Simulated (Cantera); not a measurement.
Charge: 1 mol Cu2O, 3.1 mol CO, a varied amount of H2, held at 1498 K and 790 Pa.

Equilibrium computed with Cantera from the NASA thermochemical tables; the gas is ideal and each condensed phase is pure. Candidate condensed phases: C, C6H6, C7H8, C8H18, Cu, CuO, Cu(OH)2, Cu2O, H2O; 113 gas species. Kinetics and transport are ignored.

Problem. At 0.35 mol H2, list the 5 most abundant gas species with their mole fractions, and the condensed phases.

Solution. CO 0.657, CO2 0.240, H2 0.0521, H2O 0.0492, Cu 0.00101. Condensed: Cu(l).
